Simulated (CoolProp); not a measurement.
Dry air along the isobar 41.8 bar: density (kg/m³) from the reference equation and from simpler models built on Tc = -140.6 °C, pc = 37.86 bar, ω = 0.034; each cubic takes its own stable root.

Computed with CoolProp (reference Helmholtz-energy equation of state, Lemmon 2000). It is a pseudo-pure fit of the blend.

```
T (°C)           phase  reference
-------  -------------  ---------
-197.25         liquid      897.7
-191.05         liquid      870.8
-184.85         liquid      842.7
-178.65         liquid      813.1
-172.45         liquid      781.3
-166.25         liquid      746.6
-160.05         liquid      707.5
-153.85         liquid      661.7
-147.65         liquid      603.2
-135.25  supercritical      212.0
-129.05  supercritical      161.7
-122.85  supercritical      139.2
```

Q: How far does each simpler model (van der Waals, Soave-Redlich-Kwong) lie from the reference over these 12 states: mean and median of the absolute difference, and the worst?

A: 
- van der Waals: mean 21.3 %, median 27.9 %, worst -29.0 % at -197.25 °C and 41.8 bar
- Soave-Redlich-Kwong: mean 2.2 %, median 2.1 %, worst -5.9 % at -147.65 °C and 41.8 bar
